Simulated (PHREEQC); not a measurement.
A solution holds 14 mmol/kgw KOH, 2.4 mmol/kgw CO2 and 0.031 mmol/kgw Na2CO3, at 70 °C. Closed to the air; pH follows from the charge balance.

Computed with PHREEQC (ion-association model, wateq4f.dat).

```json
[
 {"quantity": "pH", "before": "10.73", "after": "10.62"},
 {"quantity": "ionic strength (mol/kgw)", "before": "0.0161", "after": "0.0170"},
 {"quantity": "CO3-2 (mol/kgw)", "before": "0.00207", "after": "0.00298"},
 {"quantity": "HCO3- (mol/kgw)", "before": "0.000348", "after": "0.000638"},
 {"quantity": "Na+ (mol/kgw)", "before": "5.33e-5", "after": "5.04e-5"},
 {"quantity": "NaCO3- (mol/kgw)", "before": "8.67e-6", "after": "1.16e-5"},
 {"quantity": "SI of Nahcolite (NaHCO3)", "before": "-7.66", "after": "-7.42"},
 {"quantity": "SI of Natron (Na2CO3:10H2O)", "before": "-11.78", "after": "-11.68"}
]
```

### Question
Which change was made?
A. diluted 100-fold with water
B. KOH from 0.014 to 0.07 mol/kgw
C. CO2 from 0.0024 to 0.0036 mol/kgw
D. CO2 replaced by NaHCO3 at the same molality

### Answer
C, CO2 from 0.0024 to 0.0036 mol/kgw

Precipitation was switched off in this run. Constants without temperature data keep their 25 °C values here.
